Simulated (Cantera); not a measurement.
A perfectly stirred reactor is fed with CH4 : C2H6 : O2 : N2 = 1 : 0.57 : 7.83 : 29.5 (molar parts), equivalence ratio 0.51, at 12.8 atm; it is adiabatic with a 300 K inlet, and is followed from long to short residence time, starting on the burning branch (τ in s: 0.47, 0.2, 0.087, 0.037, 0.016, 0.0069, 0.003, 0.0013, 0.00055, 0.00024, 0.0001, 4.4e-05, 1.9e-05).

Cantera simulation using GRI-Mech 3.0 (53 species, 325 reactions); the numbers are that mechanism's predictions, not measurements. The pressure lies above the range GRI-Mech 3.0 was tuned for (to about 10 atm).

One state of this run: T (K) = 1507; x CH4 = 2.86e-5; x C2H6 = 3.81e-6; x O2 = 0.0983; x H2O2 = 1.84e-7; x NO = 3.74e-7. x: mole fraction; the columns are a selection and need not sum to one.

Q: Which value of τ (s) does it belong to?
(A) 0.037
(B) 0.016
(C) 0.087
(D) 1.9e-5

A: A, 0.037
